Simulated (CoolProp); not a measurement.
Vapour-liquid equilibrium of n-hexane (1) + benzene (2) at 108.75 °C; x and y are mole fractions of (1).

Model: multi-fluid Helmholtz-energy mixture model, Thol 2019 and Thol 2012; pair parameters Bell 2016, in CoolProp.

```csv
x,"bubble pressure, mixture model (bar)","bubble pressure, Raoult's law (bar)","y, mixture model","y, Raoult's law"
0.05,2.384,2.309,0.092,0.066
0.2,2.645,2.429,0.292,0.253
0.35,2.819,2.548,0.437,0.421
0.5,2.939,2.668,0.562,0.575
0.65,3.018,2.787,0.682,0.715
0.8,3.061,2.907,0.809,0.844
0.95,3.071,3.026,0.949,0.963
```

The largest gap from Raoult's law is +10.6 % in bubble pressure, at x = 0.35. y crosses x between x = 0.8 and 0.95: the model has an azeotrope there.

Pair parameters are fitted to limited data, so mixtures are less certain than the pure fluids.
